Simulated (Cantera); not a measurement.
Input: 1 mol FeS₂, 300 mol H₂, 0.39 mol H₂O, held at 2150 K.

Cantera equilibrium calculation (NASA polynomials, part measured and part estimated; ideal gas, pure solids and liquids). Candidate condensed phases: Fe, FeO, Fe(OH)₂, Fe(OH)₃, FeS, FeSO₄, FeS₂, Fe₂O₃, Fe₂(SO₄)₃, Fe₃O₄, H₂O, H₂SO₄, S; 22 gas species. Equilibrium is a limit: real reactors are often held back by kinetics, nucleation or transport.

x: gas mole fraction; n: condensed amount in mol.

```
P (Pa)         x H₂         x H       x H₂S         x S      x Fe        x SH  n Fe(l)
-------  ----------  ----------  ----------  ----------  --------  ----------  -------
10            0.651       0.340     1.61e-5     0.00486   0.00274    0.000482        0
100      (withheld)  (withheld)  (withheld)  (withheld)   0.00310  (withheld)        0
1000          0.949      0.0411    0.000945     0.00196   0.00324     0.00234        0
10000         0.976  (withheld)  (withheld)  (withheld)   0.00329     0.00217        0
100000        0.986     0.00419     0.00500     9.96e-5   0.00173     0.00121    0.476
1000000       0.991     0.00133     0.00612     1.21e-5  0.000173    0.000469    0.948
```

Complete the blanks.


- 10000, x H: 0.0132
- 10000, x H₂S: 0.00281
- 10000, x S: 0.000567
- 100, x H₂: 0.866
- 100, x H: 0.124
- 100, x H₂S: 0.000177
- 100, x S: 0.00402
- 100, x SH: 0.00145
